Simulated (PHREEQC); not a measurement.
NaOH is added in steps, without added water, to 1 kg of water holding 0.015 mol NaHSO4, 0.014 mol NH3 and 0.002 mol KCl, at 25 °C. Oxygen is held at 0.21 atm. The system is closed to CO2. The run lets Halite, Sylvite precipitate or redissolve, and no other solid.

Base run: PHREEQC, ion-association model, phreeqc.dat. Each further column changes one thing. The table gives pH.

| NaOH added (mol) | base | NaHSO4 from 0.015 to 0.0165 mol/kgw | temperature from 25 to 50 °C | diluted 100-fold with water | no solid may form |
|---|---|---|---|---|---|
| 0 | 3.28 | 2.89 | 3.39 | 5.02 | 3.28 |
| 0.001667 | 8.07 | 3.37 | 7.37 | 11.15 | 8.07 |
| 0.003333 | 8.67 | (withheld) | (withheld) | 11.47 | 8.67 |
| 0.005 | 8.97 | (withheld) | 8.27 | 11.65 | 8.97 |
| 0.006667 | 9.20 | 9.01 | 8.50 | (withheld) | 9.20 |
| 0.008333 | 9.41 | 9.23 | 8.71 | 11.87 | 9.41 |
| 0.01 | 9.62 | 9.44 | 8.92 | 11.94 | 9.62 |
| 0.01167 | 9.86 | 9.65 | 9.16 | 12.01 | 9.86 |
| 0.01333 | 10.19 | 9.90 | 9.48 | 12.06 | 10.19 |
| 0.015 | 10.71 | 10.24 | 9.98 | 12.11 | 10.71 |
| 0.01667 | 11.18 | 10.76 | 10.45 | 12.16 | 11.18 |
| 0.01833 | 11.44 | (withheld) | 10.71 | (withheld) | 11.44 |
| 0.02 | 11.61 | 11.46 | 10.87 | (withheld) | 11.61 |

Problem. Some entries are withheld; supply them.

Solution. 
- 0.003333, NaHSO4 from 0.015 to 0.0165 mol/kgw: 8.18
- 0.003333, temperature from 25 to 50 °C: 7.97
- 0.005, NaHSO4 from 0.015 to 0.0165 mol/kgw: 8.72
- 0.006667, diluted 100-fold with water: 11.77
- 0.01833, NaHSO4 from 0.015 to 0.0165 mol/kgw: 11.21
- 0.01833, diluted 100-fold with water: 12.19
- 0.02, diluted 100-fold with water: 12.23

 At this temperature some constants are extrapolated from 25 °C, and those without enthalpy data are left unchanged.
